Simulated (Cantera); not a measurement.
Cantera run:

```python
import numpy as np
import cantera as ct

gas_names = [...]  # 95 gases of nasa_gas.yaml made of C, F, H
cond_names = """
    C(gr) C6H6(L) C7H8(L) C8H18(L),n-octa
""".split()


# ... load() reads the species with a 1 bar reference pressure and builds the phases ...
atoms = {
    'CF4': {'C': 1, 'F': 4},
    'H2': {'H': 2},
}
top_T = {'C(gr)': 4500}  # K; cautious upper limits of use, not melting points


# ... equilibrate(T, P, feed) seeds the gas with the atoms and calls Mixture.equilibrate('TP', solver="vcs", rtol=1e-11, max_steps=5000) ...
results = []
T = 1100  # K
P = 99000  # Pa
for m in [0.078, 0.15, 0.28, 0.54, 1, 1.9, 3.7]:
    feed = {'CF4': 1, 'H2': m}  # mol
    mix = equilibrate(T, P, feed)
    results.append((T, P, feed, dict(zip(mix.species_names, mix.species_moles))))

top = {s: max(r[3][s] / sum(r[3][g] for g in gas_names) for r in results) for s in gas_names}
cols = sorted((s for s in top if top[s] > 1e-06), key=lambda s: -top[s])[:9]
seen = [c for c in cond_names if any(r[3].get(c, 0) > 1e-12 for r in results)]
print("log10 of partial pressures in bar; condensed amounts in mol")
print(f"{'n(H2)':>10s}" + "".join(f"{s[:9]:>10s}" for s in cols + seen))
for T, P, feed, n in results:
    ng = sum(n[g] for g in gas_names)
    print(f"{feed['H2']:10.4g}" + "".join(f"{np.log10(max(n[s] / ng * P / 1e5, 1e-99)):10.3f}" for s in cols)
          + "".join(f"{n.get(c, 0):10.4g}" for c in seen))
```

Output:

```
log10 of partial pressures in bar; condensed amounts in mol
     n(H2)        HF       CF4        H2       CH4      H2F2      CHF3     C(gr)
     0.078    -0.859    -0.070    -9.976   -21.396    -6.260    -5.793     0.039
      0.15    -0.615    -0.126    -9.460   -20.364    -5.772    -5.577     0.075
      0.28    -0.408    -0.222    -8.998   -19.441    -5.359    -5.418      0.14
      0.54    -0.229    -0.399    -8.550   -18.545    -4.999    -5.327      0.27
         1    -0.101    -0.703    -8.143   -17.731    -4.744    -5.351       0.5
       1.9    -0.010    -1.891    -7.367   -16.178    -4.562    -5.854      0.95
       3.7    -0.157   -16.137    -0.537    -2.520    -4.855   -13.124    0.9827
```

Method: chemical equilibrium by Gibbs-energy minimisation in Cantera with the NASA 1993 tables (ideal gas, pure condensed phases). Gases not in the tables: C2F6 and larger saturated fluorocarbons.
